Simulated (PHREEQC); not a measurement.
Make-up at 87 °C: 0.59 mol HF, 0.0049 mol KF, 3.3e-07 mol H4SiO4 and 0.014 mol H3PO4 per kg of water. Closed to the air; pH follows from the charge balance.

Model: ion-association model, phreeqc.dat, run in PHREEQC.

Each row changes one thing in this solution. Precipitation was switched off in this run.

```json
[
 {"case": "as made", "pH": "1.74", "ionic strength (mol/kgw)": "0.0262", "HF2- (mol/kgw)": "0.0164", "H3PO4 (mol/kgw)": "0.0113", "F- (mol/kgw)": "0.00706", "H2PO4- (mol/kgw)": "0.00269", "SI of Quartz (SiO2)": "-11.37"},
 {"case": "H3PO4 replaced by (NH4)2HPO4 at the same molality", "pH": "1.99", "ionic strength (mol/kgw)": "0.0450", "HF2- (mol/kgw)": "0.0280", "H3PO4 (mol/kgw)": "0.00967", "F- (mol/kgw)": "0.0127", "H2PO4- (mol/kgw)": "0.00433", "SI of Quartz (SiO2)": "-11.82"},
 {"case": "H4SiO4 replaced by H2SiF6 at the same molality", "pH": "1.74", "ionic strength (mol/kgw)": "0.0262", "HF2- (mol/kgw)": "0.0164", "H3PO4 (mol/kgw)": "0.0113", "F- (mol/kgw)": "0.00706", "H2PO4- (mol/kgw)": "0.00269", "SI of Quartz (SiO2)": "-11.37"},
 {"case": "H3PO4 replaced by NaH2PO4 at the same molality", "pH": "1.87", "ionic strength (mol/kgw)": "0.0348", "HF2- (mol/kgw)": "0.0217", "H3PO4 (mol/kgw)": "0.0105", "F- (mol/kgw)": "0.00957", "H2PO4- (mol/kgw)": "0.00347", "SI of Quartz (SiO2)": "-11.61"},
 {"case": "temperature from 87 to 50 °C", "pH": "1.57", "ionic strength (mol/kgw)": "0.0363", "HF2- (mol/kgw)": "0.0236", "H3PO4 (mol/kgw)": "0.0114", "F- (mol/kgw)": "0.0101", "H2PO4- (mol/kgw)": "0.00261", "SI of Quartz (SiO2)": "-13.67"},
 {"case": "H4SiO4 replaced by Na2SiO3 at the same molality", "pH": "1.74", "ionic strength (mol/kgw)": "0.0262", "HF2- (mol/kgw)": "0.0164", "H3PO4 (mol/kgw)": "0.0113", "F- (mol/kgw)": "0.00706", "H2PO4- (mol/kgw)": "0.00269", "SI of Quartz (SiO2)": "-11.37"}
]
```

Species that the database lacks are ignored. Away from 25 °C the constants follow the database's enthalpies or fits; those with neither stay at their 25 °C values. SiF6-2 is the database's only silicon fluoride.
